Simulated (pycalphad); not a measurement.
## Effect of Si content in Al-Si-Sn

CALPHAD calculation (pycalphad, COST 507 light-alloy database (1999)), 1 atm. The database dates from 1999; later assessments differ in places, in temperatures and in the compounds included. The system is extrapolated from its subsystems; higher-order compounds may be missing. Phase fractions are per mole of atoms.

Problem. One of these alloys has its liquidus at 913 K, its solidus at 502 K, and holds liquid 1.00 at 950 K. Which?
A) Al-0.74Si-1.79Sn (at.%)
B) Al-1.48Si-1.79Sn (at.%)
C) Al-0.37Si-1.79Sn (at.%)
D) Al-5.92Si-1.79Sn (at.%)
E) Al-2.22Si-1.79Sn (at.%)

Solution. B, Al-1.48Si-1.79Sn (at.%). The others: Al-0.37Si-1.79Sn (at.%), liquidus 920, solidus 502; Al-0.74Si-1.79Sn (at.%), liquidus 918, solidus 502; Al-2.22Si-1.79Sn (at.%), liquidus 908, solidus 502; Al-5.92Si-1.79Sn (at.%), liquidus 883, solidus 502
